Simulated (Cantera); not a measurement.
## Low-pressure radical oxidation in H2/O2

A perfectly stirred reactor is fed with 0.758 % H2, 75.8 % O2, 23.5 % N2, at 2900 Pa; it is held at 1098 K, and followed from long to short residence time.

Cantera simulation using the H2/O2 subset of GRI-Mech 3.0, which has no nitrogen chemistry; the numbers are that mechanism's predictions, not measurements. Radical loss at walls, strong at low pressure, is not modelled.

| τ (s) | x H2 | x O2 | x H2O2 | x HO2 | x H | x OH |
|---|---|---|---|---|---|---|
| 5.1 | 2.45e-5 | 0.756 | 2.04e-8 | 4.18e-7 | 2.27e-6 | 7.71e-5 |
| 2.0 | 4.13e-5 | 0.756 | 2.56e-8 | 6.10e-7 | 5.66e-6 | 0.000107 |
| 0.79 | 6.88e-5 | 0.756 | 3.19e-8 | 8.70e-7 | 1.37e-5 | 0.000149 |
| 0.31 | 0.000115 | 0.756 | 3.99e-8 | 1.22e-6 | 3.25e-5 | 0.000209 |
| 0.12 | 0.000197 | 0.755 | 5.11e-8 | 1.68e-6 | 7.40e-5 | 0.000296 |
| 0.048 | 0.000340 | 0.754 | 6.72e-8 | 2.22e-6 | 0.000151 | 0.000412 |
| 0.019 | 0.000612 | 0.754 | 9.19e-8 | 2.83e-6 | 0.000278 | 0.000567 |
| 0.0075 | 0.00115 | 0.753 | 1.28e-7 | 3.41e-6 | 0.000433 | 0.000752 |
| 0.0030 | 0.00218 | 0.754 | 1.66e-7 | 3.81e-6 | 0.000523 | 0.000905 |
| 0.0012 | 0.00411 | 0.755 | 1.58e-7 | 3.72e-6 | 0.000395 | 0.000848 |
x: mole fraction; the columns are a selection and need not sum to one.
